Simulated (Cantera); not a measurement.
Charge: 1 mol Pb, 1.3 mol H2, 12 mol N2, equilibrated at 0.270 bar.

Cantera equilibrium calculation (NASA polynomials, part measured and part estimated; ideal gas, pure solids and liquids). Candidate condensed phases: Pb; 11 gas species. Rates play no part.

x: gas mole fraction; n: condensed amount in mol.

| T (K) | x N2 | x H2 | x Pb | x NH3 | n Pb(s) | n Pb(l) |
|---|---|---|---|---|---|---|
| 525 | 0.903 | 0.0958 | <1e-12 | 0.00136 | 1.00 | 0 |
| 625 | 0.902 | 0.0974 | ___ | ___ | 0 | 1.00 |
| 725 | 0.902 | 0.0977 | ___ | ___ | 0 | 1.00 |
| 825 | 0.902 | 0.0977 | 5.31e-7 | 1.83e-5 | 0 | 1.000 |
| 925 | 0.902 | 0.0977 | 9.90e-6 | 7.79e-6 | 0 | 1.000 |
| 1025 | 0.902 | 0.0977 | 0.000103 | 3.88e-6 | 0 | 0.999 |
| 1125 | 0.902 | 0.0977 | 0.000701 | 2.17e-6 | 0 | 0.991 |
| 1225 | 0.899 | 0.0974 | 0.00346 | 1.33e-6 | 0 | 0.954 |
| 1325 | 0.890 | 0.0964 | 0.0134 | 8.58e-7 | 0 | 0.820 |
| 1425 | 0.864 | 0.0936 | 0.0424 | 5.65e-7 | 0 | 0.411 |
| 1525 | 0.839 | 0.0909 | 0.0699 | 3.90e-7 | 0 | 0 |

Fill in the missing entries.


- 625, x Pb: 8.63e-11
- 625, x NH3: 0.000215
- 725, x Pb: 1.25e-8
- 725, x NH3: 5.36e-5
